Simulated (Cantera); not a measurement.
Charge: 1 mol N₂O, 0.12 mol SO₂, 1 mol H₂O, equilibrated at 1600 K and 57000 Pa.

Method: chemical equilibrium by Gibbs-energy minimisation in Cantera with the NASA 1993 tables (ideal gas, pure condensed phases). Candidate condensed phases: H₂O, H₂SO₄, S; 35 gas species. Kinetics and transport are ignored.

Base state: H₂O 0.382, N₂ 0.381, O₂ 0.190, SO₂ 0.0455, NO 0.00128, OH 0.000388, SO₃ 0.000347 (mole fractions); condensed: gas only.

Problem. What changes in the equilibrium state with this change: temperature from 1600 K to 973 K?

Solution. 
```
species    before    after
-------  --------  -------
N₂          0.381    0.386
H₂O         0.382    0.386
O₂          0.190    0.182
SO₃      0.000347   0.0207
SO₂        0.0455   0.0256
H₂SO₄     6.77e-9  2.63e-5
OH       0.000388  1.46e-7
NO        0.00128  1.50e-5
```

Problem. What changes in the equilibrium state with this change: temperature from 1600 K to 1750 K?

Solution. 
| species | before | after |
|---|---|---|
| H₂O | 0.382 | 0.381 |
| N₂ | 0.381 | 0.380 |
| O₂ | 0.190 | 0.189 |
| NO | 0.00128 | 0.00230 |
| OH | 0.000388 | 0.00111 |
| SO₂ | 0.0455 | 0.0456 |
| O | 8.37e-6 | 4.31e-5 |
| H₂ | 7.69e-6 | 3.87e-5 |
| SO₃ | 0.000347 | 0.000189 |
